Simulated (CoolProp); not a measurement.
Vapour-liquid equilibrium of CH2F2 (R32) (1) + R1234yf (2) at 0.472 MPa; x and y are mole fractions of (1).

Model: multi-fluid Helmholtz-energy mixture model, Tillner-Roth 1997 and Lemmon 2022; pair parameters Bell 2023, in CoolProp.

```tsv
x	bubble temperature, mixture model (K)	bubble temperature, Raoult's law (K)	y, mixture model	y, Raoult's law
0.05	282.0	283.2	0.137	0.117
0.2	273.4	277.1	0.429	0.390
0.35	267.6	272.0	0.602	0.581
0.5	263.7	267.8	0.714	0.722
0.65	261.0	264.1	0.797	0.830
0.8	259.1	260.9	0.874	0.913
0.95	257.6	258.1	0.963	0.981
```

The largest gap from Raoult's law is -4.4 K in bubble temperature, at x = 0.35. No azeotrope shows between x = 0.05 and 0.95.

Pair parameters are fitted to limited data, so mixtures are less certain than the pure fluids.
